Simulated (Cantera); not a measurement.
Feed: 1 mol AlCl3, a varied amount of NH3, 11 mol N2, 3.8 mol HCl, at 1075 K and 1.00 bar.

Equilibrium computed with Cantera from the NASA thermochemical tables; the gas is ideal and each condensed phase is pure. Candidate condensed phases: Al, AlCl3, AlN, NH4Cl; 20 gas species. The numbers say what is thermodynamically allowed, not how fast it happens.

Question: At 93 mol NH3, list the 4 most abundant gas species with their mole fractions, and the condensed phases.

Answer: H2 0.685, N2 0.283, HCl 0.0304, AlCl3 0.00110. Condensed: AlN(s).
